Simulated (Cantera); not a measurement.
# Adiabatic ignition

An adiabatic, constant-pressure homogeneous reactor starts with 47.8 % H2, 10.9 % O2, 40.9 % N2, 0.464 % H2O, equivalence ratio 2.2, at 1625 K and 1.68 atm.

Detailed kinetics in Cantera: GRI-Mech 3.0 (53 species, 325 reactions).

```tsv
t (s)	T (K)	x H2	x O2	x NO	x O	x H2O	x OH
6.00e-6	1786	0.284	0.0341	5.85e-7	0.00690	0.139	0.00865
1.91e-5	2383	0.241	0.00150	2.42e-5	0.00409	0.211	0.0152
6.06e-5	2723	0.265	0.000524	8.09e-5	0.00151	0.226	0.0118
0.000192	2837	0.273	0.000282	0.000242	0.000830	0.231	0.00944
0.000612	2839	0.273	0.000272	0.000634	0.000803	0.231	0.00929
0.00194	2837	0.274	0.000267	0.00101	0.000791	0.231	0.00921
0.00617	2837	0.274	0.000267	0.00104	0.000791	0.231	0.00920
0.0196	2837	0.274	0.000267	0.00104	0.000791	0.231	0.00920
0.0623	2837	0.274	0.000267	0.00104	0.000791	0.231	0.00920
0.198	2837	0.274	0.000267	0.00104	0.000791	0.231	0.00920
0.629	2837	0.274	0.000267	0.00104	0.000791	0.231	0.00920
2.00	2837	0.274	0.000267	0.00104	0.000791	0.231	0.00920
```
x: mole fraction; the columns are a selection and need not sum to one.

```json
{
 "time_of_steepest_temperature_rise": "5.94 µs",
 "temperature at 2.00 s": "2837 K",
 "equilibrium_temperature": "2837 K",
 "x(H2) at 2.00 s": "0.274 (gas-phase equilibrium 0.274)",
 "x(O2) at 2.00 s": "0.000267 (gas-phase equilibrium 0.000267)",
 "x(NO) at 2.00 s": "0.00104 (gas-phase equilibrium 0.00104)"
}
```
